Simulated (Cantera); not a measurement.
NO annealing gas

An isothermal, constant-pressure homogeneous reactor starts with 34.5 % NO, 65.5 % N₂, at 2200 K and 0.0132 atm.

Detailed kinetics in Cantera: GRI-Mech 3.0 (53 species, 325 reactions). Radical loss at walls, strong at low pressure, is not modelled.

```tsv
t (s)	x NO	x O	x O₂	x N₂O	x N₂	x NO₂
2.00e-6	0.345	1.38e-8	<1e-12	1.38e-8	0.655	<1e-12
8.73e-6	0.345	6.02e-8	4.40e-12	6.01e-8	0.655	<1e-12
3.81e-5	0.345	2.63e-7	8.40e-11	2.62e-7	0.655	1.87e-11
0.000166	0.345	1.16e-6	1.61e-9	1.13e-6	0.655	3.45e-10
0.000725	0.345	5.19e-6	3.12e-8	4.80e-6	0.655	5.82e-9
0.00316	0.345	2.51e-5	6.41e-7	1.84e-5	0.655	7.29e-8
0.0138	0.345	0.000140	1.52e-5	4.85e-5	0.655	5.73e-7
0.0602	0.343	0.000709	0.000363	5.63e-5	0.656	2.85e-6
0.263	0.330	0.00236	0.00609	4.11e-5	0.662	8.61e-6
1.15	0.227	0.00560	0.0556	1.39e-5	0.712	1.71e-5
5.00	0.0271	0.00907	0.154	1.97e-7	0.810	3.43e-6
```
x: mole fraction; the columns are a selection and need not sum to one.

Equilibrium at this temperature and pressure: NO 0.0113, O 0.00946, O₂ 0.161, N₂O 7.40e-8, N₂ 0.818, NO₂ 1.45e-6 (gas phase only).
